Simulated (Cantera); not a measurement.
Charge: 1 mol SiC, 2.8 mol O₂, 2.2 mol H₂, 0.55 mol N₂O, at 1323.15 K and 24.0 Pa.

Cantera equilibrium calculation (NASA polynomials, part measured and part estimated; ideal gas, pure solids and liquids). Candidate condensed phases: C, C₆H₆, C₇H₈, C₈H₁₈, H₂O, Si, SiC, SiO₂, Si₂N₂O, Si₃N₄; 151 gas species. The tables hold silica as quartz up to 1696 K and as liquid above; real silica turns to tridymite and cristobalite and melts near 1996 K. Rates play no part.

Base state: H₂O 0.579, CO₂ 0.261, N₂ 0.147, H₂ 0.00727, CO 0.00607, OH 1.01e-5 (mole fractions); condensed: SiO₂(β-quartz).

Q: What changes in the equilibrium state with this change: O₂ from 2.8 to 1 mol?

A: 
| species | before | after |
|---|---|---|
| H₂ | 0.00727 | 0.610 |
| CO | 0.00607 | 0.277 |
| N₂ | 0.147 | 0.111 |
| H₂O | 0.579 | 9.15e-6 |
| CO₂ | 0.261 | 2.24e-6 |
| SiO | <1e-9 | 0.00141 |
| OH | 1.01e-5 | <1e-9 |
| H | 8.75e-6 | 8.01e-5 |
| SiO₂(β-quartz), mol | 1.00 | 0.698 |
| Si₂N₂O(s), mol | 0 | 0.148 |
Mutual solubility and eutectic melting of coexisting phases are not modelled.
